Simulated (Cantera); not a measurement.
An isothermal plug-flow reactor at 1275 K and 1.20 bar (inlet), inlet velocity 0.19 m/s, active area per volume 290 1/m; feed CH4 : O2 : N2 = 0.0022 : 0.036 : 0.79 (molar parts), equivalence ratio 0.12.

Computed with Cantera and Deutschmann's 1995 Pt surface mechanism with GRI-Mech 3.0 gas chemistry. Catalytic surfaces can have several steady states; this one follows from the mechanism file's or the stated starting coverage. Mass transfer to the wall is taken as infinitely fast.

x: gas mole fraction; θ: surface coverage.

```csv
z (m),x CH4,x O2,x H2O,x CO2,x CO,θ free Pt,θ O*
0.0008,0.000897,0.0401,0.00340,0.00167,2.12e-6,0.554,0.445
0.0015,0.000327,0.0390,0.00452,0.00222,1.05e-6,0.555,0.444
0.003,3.55e-5,0.0383,0.00515,0.00254,2.54e-7,0.556,0.443
0.0057,(withheld),0.0382,0.00526,0.00260,(withheld),0.556,0.443
0.011,9.55e-10,0.0382,0.00529,0.00263,(withheld),0.556,0.443
0.021,1.42e-10,0.0382,0.00530,0.00264,4.15e-9,0.556,0.443
0.041,6.75e-11,0.0382,0.00531,0.00265,1.21e-9,0.556,0.443
0.08,2.63e-11,0.0382,0.00531,0.00265,4.52e-10,0.556,0.443
```

Task: Some entries are withheld; supply them.

Result: 
- 0.0057, x CH4: 6.33e-7
- 0.0057, x CO: 4.64e-8
- 0.011, x CO: 1.70e-8
